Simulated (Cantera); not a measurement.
Ignition delay

Mixture: C3H8 : O2 : N2 = 1 : 3.33 : 12.5 (molar parts), at 285 Torr, adiabatic and at constant volume. Ignition delay is the time to a rise of 400 K.

Cantera simulation using GRI-Mech 3.0 (53 species, 325 reactions); the numbers are that mechanism's predictions, not measurements. GRI-Mech 3.0 was tuned for natural gas; its chemistry of propane as a main component is partial and can be far from experiment.

```tsv
T0 (K)	delay (ms)
1125	46.5
1225	5.49
1325	1.02
1425	0.286
1525	0.113
1625	0.0566
1725	0.0337
1825	0.0225
```

```json
{
 "apparent activation energy between 1625 and 1825 K": "110 kJ/mol"
}
```
